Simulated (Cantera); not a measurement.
An adiabatic, constant-volume homogeneous reactor starts with CH₄ : CO : O₂ : N₂ = 1 : 0.64 : 4.94 : 18.6 (molar parts), equivalence ratio 0.47, at 1600 K and 1.00 bar.

Detailed kinetics in Cantera: GRI-Mech 3.0 (53 species, 325 reactions).

One state of this run: T (K) = 2611; P (bar) = 1.63; x CH₄ = <1e-12; x CO = 0.00921; x O₂ = 0.0960; x CH₂O = 1.08e-11; x CH₂ = <1e-12; x CO₂ = 0.0559; x C₂H₂ = <1e-12. x: mole fraction; the columns are a selection and need not sum to one.

**Question.** Which value of t (s) does it belong to?
(A) 4.80e-5
(B) 9.16e-6
(C) 0.000577
(D) 0.00693

**Answer.** D, 0.00693
